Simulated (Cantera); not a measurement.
Input (Python, Cantera) and output of one run.

```python
import numpy as np
import cantera as ct

gas_names = [...]  # 109 gases of nasa_gas.yaml made of C, Cl, H, Si
cond_names = """
    C(gr) C6H6(L) C7H8(L) C8H18(L),n-octa Si(cr) Si(L) SiC(b)
""".split()


# ... load() reads the species with a 1 bar reference pressure and builds the phases ...
atoms = {
    'SiH2Cl2': {'Si': 1, 'H': 2, 'CL': 2},
    'CH4': {'C': 1, 'H': 4},
    'H2': {'H': 2},
    'C3H8': {'C': 3, 'H': 8},
}
top_T = {'C(gr)': 4500, 'SiC(b)': 3050}  # K; cautious upper limits of use, not melting points


# ... equilibrate(T, P, feed) seeds the gas with the atoms and calls Mixture.equilibrate('TP', solver="vcs", rtol=1e-11, max_steps=5000) ...
results = []
feed = {'SiH2Cl2': 1, 'CH4': 0.3, 'H2': 1300, 'C3H8': 0.0038}  # mol
T = 948.15  # K
P = 1000  # Pa
mix = equilibrate(T, P, feed)
results.append((T, P, feed, dict(zip(mix.species_names, mix.species_moles))))
x = sorted(zip(gas.X, gas.species_names), reverse=True)
print(f"T = {T:g} K  P = {P:g} Pa  gas = {mix.phase_moles(0):.4g} mol")
print("   x: " + "  ".join(f"{s} {v:.3e}" for v, s in x if v > 1e-05))
print("   condensed (mol): " + ("  ".join(f"{mix.phase(i).name} {mix.phase_moles(i):.4g}"
      for i in range(1, mix.n_phases) if mix.phase_moles(i) > 1e-12) or "none"))
```

Output:

```
T = 948.15 K  P = 1000 Pa  gas = 1303 mol
   x: H2 9.985e-01  HCL 1.504e-03
   condensed (mol): Si(cr) 0.6742  SiC(b) 0.3109
```

These are equilibrium values from Cantera (NASA tables, ideal gas, pure condensed phases), not measurements of a reactor.
